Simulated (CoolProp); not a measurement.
C2F6 (R116) at 355.73 K and 10.3 MPa is throttled through a valve to 1.84 MPa with no heat exchange. Each further row changes one setting.

The numbers come from the reference Helmholtz-energy equation of state, Lemmon 2006 in CoolProp. It is a short technical equation, of lower accuracy than the large ones.

```tsv
case	temperature change (K)	final density (kg/m³)
as stated	___	125
outlet pressure 0.552 MPa	___	___
outlet pressure 2.39 MPa	-44.3	171
```

Question: Fill in the missing entries.

Answer: 
- as stated, temperature change (K): -49.8
- outlet pressure 0.552 MPa, temperature change (K): -62.1
- outlet pressure 0.552 MPa, final density (kg/m³): 33.3
